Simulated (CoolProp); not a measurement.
Computed with CoolProp (reference Helmholtz-energy equation of state, Gao 2020).

Give the vapour pressure (kPa), vapour density (kg/m³), liquid cp (kJ/(kg K)), vapour viscosity (µPa s) of saturated ammonia at 47.15, 53.25, 71.45 °C.


```json
[
 {"T (°C)": "47.15", "p (kPa)": "1890", "vapour density (kg/m³)": "14.6", "liquid cp (kJ/(kg K))": "5.03", "vapour viscosity (µPa s)": "10.6"},
 {"T (°C)": "53.25", "p (kPa)": "2210", "vapour density (kg/m³)": "17.2", "liquid cp (kJ/(kg K))": "5.12", "vapour viscosity (µPa s)": "10.8"},
 {"T (°C)": "71.45", "p (kPa)": "3420", "vapour density (kg/m³)": "27.4", "liquid cp (kJ/(kg K))": "5.51", "vapour viscosity (µPa s)": "11.5"}
]
```

Viscosity comes from a separate model (Fenghour 1995).
